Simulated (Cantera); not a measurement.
Charge: 1 mol SiF4, 13 mol H2O, 43 mol N2, held at 898 K and 13300 Pa.

These are equilibrium values from Cantera (NASA tables, ideal gas, pure condensed phases), not measurements of a reactor. Candidate condensed phases: H2O, Si, SiO2, Si2N2O, Si3N4; 58 gas species. Equilibrium is a limit: real reactors are often held back by kinetics, nucleation or transport.

Base state: N2 0.742, H2O 0.192, HF 0.0642, SiF4 0.00122 (mole fractions); condensed: SiO2(β-quartz).

Problem. What changes in the equilibrium state with this change: 0.57 mol NH3 added?

Solution. 
```json
[
 {"species": "N2", "before": "0.742", "after": "0.733"},
 {"species": "H2O", "before": "0.192", "after": "0.189"},
 {"species": "HF", "before": "0.0642", "after": "0.0630"},
 {"species": "H2", "before": "1.76e-8", "after": "0.0145"},
 {"species": "SiF4", "before": "0.00122", "after": "0.00118"},
 {"species": "SiO2(β-quartz), mol", "before": "0.929", "after": "0.930"}
]
```
